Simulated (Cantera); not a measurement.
An isothermal, constant-pressure homogeneous reactor starts with NO : N2 = 1 : 0.27 (molar parts), at 1773 K and 0.207 atm. Integrator tolerance rtol = 1e-08.

Model: GRI-Mech 3.0 (53 species, 325 reactions), integrated in Cantera.

```
quantity                                            before                                     after
----------------  ----------------------------------------  ----------------------------------------
x(NO) at 2.00 s      0.695 (gas-phase equilibrium 0.00455)     0.789 (gas-phase equilibrium 0.00463)
x(O2) at 2.00 s       0.0456 (gas-phase equilibrium 0.391)      0.0595 (gas-phase equilibrium 0.452)
x(N2O) at 2.00 s  0.000182 (gas-phase equilibrium 1.05e-7)  0.000232 (gas-phase equilibrium 1.02e-7)
x(NO2) at 2.00 s  0.000406 (gas-phase equilibrium 7.54e-6)  0.000521 (gas-phase equilibrium 8.26e-6)
x(N2) at 2.00 s        0.258 (gas-phase equilibrium 0.604)       0.151 (gas-phase equilibrium 0.543)
x(O) at 2.00 s    4.97e-5 (gas-phase equilibrium 0.000129)  5.62e-5 (gas-phase equilibrium 0.000139)
```

### Question
Which change was made?
A. pressure from 0.207 atm to 0.132 atm
B. NO 1 to 2.7 parts
C. pressure from 0.207 atm to 0.0132 atm
D. pressure from 0.207 atm to 0.0109 atm

### Answer
B, NO 1 to 2.7 parts
